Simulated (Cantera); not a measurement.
Charge: 1 mol SiH₄, 0.28 mol C₂H₄, 5.3 mol H₂, held at 1298 K and 495 Torr.

These are equilibrium values from Cantera (NASA tables, ideal gas, pure condensed phases), not measurements of a reactor. Candidate condensed phases: C, C₆H₆, C₇H₈, C₈H₁₈, Si, SiC; 87 gas species. Mutual solubility and eutectic melting of coexisting phases are not modelled. The numbers say what is thermodynamically allowed, not how fast it happens.

Base state: H₂ 1.000, CH₄ 1.54e-5 (mole fractions); condensed: Si(s) + SiC(s).

Problem. What changes in the equilibrium state with this change: SiH₄ replaced by SiF₄?

Solution. 
| species | before | after |
|---|---|---|
| H₂ | 1.000 | 0.846 |
| SiF₄ | 0 | 0.143 |
| CH₄ | 1.54e-5 | 0.00377 |
| HF | 0 | 0.00368 |
| SiHF₃ | 0 | 0.00300 |
| Si(s), mol | 0.440 | 0 |
| SiC(s), mol | 0.560 | 0 |
| C(graphite), mol | 0 | 0.534 |
The tables' values for SiF₃ are old estimates; treat these amounts as uncertain.
